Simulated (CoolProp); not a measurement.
Vapour-liquid equilibrium of R113 (1) + n-hexane (2) at 54.85 °C; x and y are mole fractions of (1).

The numbers come from the multi-fluid Helmholtz-energy mixture model, Marx 1992 and Thol 2019; pair parameters Bell 2016 in CoolProp.

Q: Give the bubble pressure and the first vapour's composition at x = 0.425, 0.875, 0.95. Is there an azeotrope?

A: x = 0.425: 0.9923 bar, y = 0.600; x = 0.875: 1.228 bar, y = 0.915; x = 0.95: 1.261 bar, y = 0.965. No azeotrope shows between x = 0.05 and 0.95.

The pair parameters rest on a limited set of measurements; away from them the model extrapolates.
